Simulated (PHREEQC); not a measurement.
Solution A (0.063 mol/kgw LiBr) is mixed with solution B (0.01 mol/kgw CaSO4) at 30 °C; shares are by mass of water, 1 kg in all. O2 is buffered at 0.21 atm. CO2 from the air is kept out. Only these solids could form: Gypsum, Portlandite.

Computed with PHREEQC (ion-association model, wateq4f.dat).

```
share of solution B  Ca+2 (mol/kgw)  SO4-2 (mol/kgw)  CaSO4 (mol/kgw)
-------------------  --------------  ---------------  ---------------
0                                 0                0                0
0.1                               ?         0.000872          3.36e-5
0.2                         0.00187          0.00170         0.000131
0.3                         0.00271          0.00250         0.000287
0.4                         0.00350          0.00325         0.000500
0.5                         0.00423          0.00398         0.000768
0.6                         0.00491                ?          0.00109
0.7                         0.00553                ?          0.00147
0.8                         0.00609          0.00593          0.00191
0.9                         0.00660                ?          0.00240
1                           0.00703          0.00703          0.00297
```

Task: Fill in the missing entries.

Result: 
- 0.1, Ca+2 (mol/kgw): 0.000966
- 0.6, SO4-2 (mol/kgw): 0.00467
- 0.7, SO4-2 (mol/kgw): 0.00532
- 0.9, SO4-2 (mol/kgw): 0.00650

Species that the database lacks are ignored.
